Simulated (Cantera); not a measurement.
**Premixed flame**

A freely propagating, adiabatic, planar premixed flame of H2 : O2 : N2 = 1 : 0.333 : 1.25 (molar parts), equivalence ratio 1.5, unburnt at 600 K and 5.00 bar; mixture-averaged transport, grid criteria slope 0.08 and curve 0.16, no radiation.

Model: the H2/O2 subset of GRI-Mech 3.0, which has no nitrogen chemistry, integrated in Cantera. The hydrogen kinetics of GRI-Mech 3.0 are dated; newer H2 mechanisms differ, most at raised pressure. Burning velocities carry a grid error of a few per cent, more on coarse grids.

| z (mm) | T (K) | u (m/s) | x H2 | x O2 | x H2O | x HO2 | x H | x H2O2 |
|---|---|---|---|---|---|---|---|---|
| -0.168 | 600 | 9.30 | 0.387 | 0.129 | <1e-8 | <1e-8 | <1e-8 | <1e-8 |
| -0.112 | 600 | 9.30 | 0.387 | 0.129 | <1e-8 | <1e-8 | <1e-8 | <1e-8 |
| -0.0842 | 600 | 9.30 | 0.387 | 0.129 | 1.91e-8 | <1e-8 | <1e-8 | <1e-8 |
| -0.0561 | 600 | 9.30 | 0.387 | 0.129 | 1.37e-6 | 9.15e-7 | <1e-8 | <1e-8 |
| -0.0281 | 632 | 9.69 | 0.379 | 0.130 | 0.00113 | 0.000476 | 9.43e-5 | 9.02e-6 |
| -0.0140 | 903 | 13.4 | 0.341 | 0.123 | 0.0247 | 0.000707 | 0.00464 | 5.43e-5 |
| 0 | 1361 | 19.6 | 0.256 | 0.0888 | 0.102 | 0.000319 | 0.0272 | 1.75e-5 |
| 0.0140 | 1696 | 24.1 | 0.174 | 0.0391 | 0.196 | 0.000128 | 0.0516 | 3.84e-6 |
| 0.0281 | 1867 | 26.3 | 0.139 | 0.0147 | 0.242 | 4.60e-5 | 0.0584 | 2.23e-6 |
| 0.0561 | 2024 | 28.3 | 0.129 | 0.00420 | 0.264 | 1.27e-5 | 0.0517 | 1.22e-6 |
| 0.112 | 2168 | 30.0 | 0.133 | 0.00198 | 0.273 | 5.89e-6 | 0.0383 | 6.78e-7 |
| 0.225 | 2287 | 31.4 | 0.137 | 0.00103 | 0.280 | 3.00e-6 | 0.0261 | 4.01e-7 |
| 0.449 | 2376 | 32.4 | 0.140 | 0.000454 | 0.286 | 1.29e-6 | 0.0167 | 2.28e-7 |
x: mole fraction of selected species; z is measured from the peak of heat release.

```yaml
laminar_burning_velocity: 930 cm/s
thermal_thickness: 0.0561 mm
peak x(HO2): 0.000916
peak x(H): 0.0584
peak x(H2O2): 5.43e-5
grid_points: 113
```
